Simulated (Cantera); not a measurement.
Input (Python, Cantera) and output of one run.

```python
import numpy as np
import cantera as ct

gas_names = """
    C CN CO CO2 C2 CCN CNC C2N2 C2O C3 C3O2 C4 C4N2 C5 N NCO NO NO2 NO3 N2 N2O O O2 O3 Si SiC SiC2 SiN
    SiO SiO2 Si2 Si2C Si2N Si3
""".split()
cond_names = """
    C(gr) Si(cr) Si(L) SiC(b) SiO2(Lqz) SiO2(hqz) SiO2(L) Si2N2O(s) Si3N4(a)
""".split()


def load(file, names, dense=False):
    # The tables refer to 1 bar. Condensed volumes are neglected.
    table = {s.name: s for s in ct.Species.list_from_file(file)}
    out = []
    for n in names:
        d = dict(table[n].input_data)
        d["thermo"] = dict(d["thermo"], **{"reference-pressure": 1e5})
        if dense:
            d["equation-of-state"] = {"model": "constant-volume", "density": "1e6 g/cm^3"}
        out.append(ct.Species.from_dict(d))
    return out


gas = ct.Solution(thermo="ideal-gas", species=load("nasa_gas.yaml", gas_names))
cond = {s.name: ct.Solution(thermo="fixed-stoichiometry", species=[s], name=s.name)
        for s in load("nasa_condensed.yaml", cond_names, dense=True)}
atoms = {
    'SiO2': {'Si': 1, 'O': 2},
    'C': {'C': 1},
    'N2': {'N': 2},
}
top_T = {'C(gr)': 4500, 'SiC(b)': 3050, 'Si2N2O(s)': 2100, 'Si3N4(a)': 2400}  # K; cautious upper limits of use, not melting points


def equilibrate(T, P, feed):
    n = {}
    for name, mol in feed.items():
        for a, k in atoms[name].items():
            n[a] = n.get(a, 0.0) + k * mol
    gas.TPX = T, P, n
    mass = sum(n.values()) * gas.mean_molecular_weight
    gas.equilibrate("TP")
    valid = [c for c in cond.values() if c.min_temp <= T <= top_T.get(c.name, c.max_temp)]
    mix = ct.Mixture([(gas, mass / gas.mean_molecular_weight)] + [(c, 0.0) for c in valid])
    mix.T, mix.P = T, P
    mix.equilibrate("TP", solver="vcs", rtol=1e-11, max_steps=5000)
    return mix


results = []
feed = {'SiO2': 1, 'C': 0.31, 'N2': 7.3}  # mol
P = 8700  # Pa
for T in [800, 875, 950, 1025, 1100, 1175, 1250, 1325, 1400, 1475, 1550, 1625, 1700, 1775]:
    mix = equilibrate(T, P, feed)
    results.append((T, P, feed, dict(zip(mix.species_names, mix.species_moles))))

top = {s: max(r[3][s] / sum(r[3][g] for g in gas_names) for r in results) for s in gas_names}
cols = sorted((s for s in top if top[s] > 0.0001), key=lambda s: -top[s])[:6]
seen = [c for c in cond_names if any(r[3].get(c, 0) > 1e-12 for r in results)]
print("log10 of partial pressures in bar; condensed amounts in mol")
print(f"{'T/K':>10s}" + "".join(f"{s[:9]:>10s}" for s in cols + seen))
for T, P, feed, n in results:
    ng = sum(n[g] for g in gas_names)
    print(f"{T:10.4g}" + "".join(f"{np.log10(max(n[s] / ng * P / 1e5, 1e-99)):10.3f}" for s in cols)
          + "".join(f"{n.get(c, 0):10.4g}" for c in seen))
```

It prints:

```
log10 of partial pressures in bar; condensed amounts in mol
       T/K        N2        CO       SiO     C(gr) SiO2(Lqz) SiO2(hqz)   SiO2(L) Si2N2O(s)
       800    -1.060    -6.108   -20.799    0.3099         1         0         0  2.18e-05
       875    -1.061    -5.105   -17.930    0.3093         0    0.9996         0 0.0002195
       950    -1.061    -4.265   -15.520    0.3054         0     0.997         0  0.001521
      1025    -1.062    -3.549   -13.466    0.2863         0    0.9842         0  0.007915
      1100    -1.066    -2.934   -11.696    0.2114         0    0.9343         0   0.03286
      1175    -1.079    -2.445   -10.153         0         0    0.7933         0    0.1033
      1250    -1.079    -2.445    -8.802         0         0    0.7933         0    0.1033
      1325    -1.079    -2.445    -7.607         0         0    0.7933         0    0.1033
      1400    -1.079    -2.445    -6.543         0         0    0.7933         0    0.1033
      1475    -1.079    -2.445    -5.589         0         0    0.7932         0    0.1033
      1550    -1.079    -2.445    -4.730         0         0    0.7928         0    0.1028
      1625    -1.079    -2.445    -3.953         0         0    0.7901         0    0.1001
      1700    -1.082    -2.448    -3.246         0         0         0    0.7768   0.08687
      1775    -1.091    -2.462    -2.601         0         0         0    0.7184   0.02841
```

Cantera equilibrium calculation (NASA polynomials, part measured and part estimated; ideal gas, pure solids and liquids). N2 is the only nitrogen source here; it is nearly inert below about 1500 K, so the nitride shown seldom forms there in practice. Mutual solubility and eutectic melting of coexisting phases are not modelled. The tables hold silica as quartz up to 1696 K and as liquid above; real silica turns to tridymite and cristobalite and melts near 1996 K.
